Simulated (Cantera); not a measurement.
A perfectly stirred reactor is fed with CH3OH : O2 : N2 : H2 = 0.014 : 0.023 : 1 : 0.0065 (molar parts), at 3750 Torr; it is held at 1300 K, and followed from long to short residence time.

Cantera simulation using GRI-Mech 3.0 (53 species, 325 reactions); the numbers are that mechanism's predictions, not measurements. GRI-Mech 3.0 was tuned for natural gas; its chemistry of methanol as a main component is partial and can be far from experiment. The temperature is held fixed by assumption; the heat of reaction is taken as removed at once.

Task: Predict: x(CH3OH) at τ = 2.10 s; x(O2) at τ = 2.10 s; x(H) at τ = 2.10 s; x(CH3OH) at τ = 48.0 ms; x(O2) at τ = 48.0 ms; x(HCO) at τ = 48.0 ms; x(H) at τ = 48.0 ms.

Result: 
| Quantity | Result |
|---|---|
| x(CH3OH) at τ = 2.10 s | 5.27e-7 |
| x(O2) at τ = 2.10 s | 2.77e-5 |
| x(H) at τ = 2.10 s | 1.89e-5 |
| x(CH3OH) at τ = 48.0 ms | 4.91e-6 |
| x(O2) at τ = 48.0 ms | 0.000280 |
| x(HCO) at τ = 48.0 ms | 2.55e-8 |
| x(H) at τ = 48.0 ms | 8.56e-5 |
